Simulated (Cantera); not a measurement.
Feed: 1 mol K₂CO₃, 0.42 mol H₂O, at 7.50 Torr.

Cantera equilibrium calculation (NASA polynomials, part measured and part estimated; ideal gas, pure solids and liquids). Candidate condensed phases: C, C₆H₆, C₇H₈, C₈H₁₈, H₂O, K, KOH, KO₂, K₂CO₃, K₂O, K₂O₂; 116 gas species. The numbers say what is thermodynamically allowed, not how fast it happens.

Q: Which condensed phases are stable at each of these points (T (K)): 1500, 1550, 1600, 1650, 1700, 1750, 1800?

A: 
```json
[
 {"T (K)": "1500", "condensed phases": "K₂CO₃(l)", "K condensed (%)": "39.1"},
 {"T (K)": "1550", "condensed phases": "gas only", "K condensed (%)": "0.0"},
 {"T (K)": "1600", "condensed phases": "gas only", "K condensed (%)": "0.0"},
 {"T (K)": "1650", "condensed phases": "gas only", "K condensed (%)": "0.0"},
 {"T (K)": "1700", "condensed phases": "gas only", "K condensed (%)": "0.0"},
 {"T (K)": "1750", "condensed phases": "gas only", "K condensed (%)": "0.0"},
 {"T (K)": "1800", "condensed phases": "gas only", "K condensed (%)": "0.0"}
]
```

At 1500 K the condensed part is K₂CO₃(l). From 1550 K to 1800 K nothing is condensed.
